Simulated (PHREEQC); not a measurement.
BaCl2 is added in steps, without added water, to 1 kg of water holding 0.0027 mol HBr, 0.08 mol NiCl2 and 0.03 mol KCl, at 65 °C. O2 is buffered at 0.21 atm. The system is closed to CO2. Only these solids could form: Ni(OH)2.

Base run: PHREEQC, ion-association model, wateq4f.dat. Each further column changes one thing. The table gives Ni+2 (mol/kgw).

| BaCl2 added (mol) | base | all activity coefficients set to 1 | Davies equation for every ion |
|---|---|---|---|
| 0 | 0.0697 | 0.0503 | 0.0690 |
| 0.03562 | 0.0666 | 0.0417 | 0.0654 |
| 0.07125 | 0.0634 | 0.0346 | 0.0614 |
| 0.1425 | 0.0565 | 0.0239 | 0.0525 |
| 0.1781 | 0.0528 | 0.0201 | 0.0478 |
| 0.2137 | 0.0491 | 0.0170 | 0.0430 |
| 0.2494 | 0.0453 | 0.0145 | 0.0382 |
| 0.3206 | 0.0378 | 0.0108 | 0.0290 |
| 0.3563 | 0.0342 | 0.00940 | 0.0248 |
| 0.3919 | 0.0307 | 0.00825 | 0.0210 |
| 0.4275 | 0.0274 | 0.00729 | 0.0176 |
| 0.4988 | 0.0215 | 0.00580 | 0.0119 |
| 0.5344 | 0.0188 | 0.00521 | 0.00972 |
| 0.57 | 0.0164 | 0.00471 | 0.00785 |

The ionic strength passes 0.7 mol/kgw, the rough limit of the ion-association models, in part of: base; all activity coefficients set to 1; Davies equation for every ion. Constants without temperature data keep their 25 °C values here.
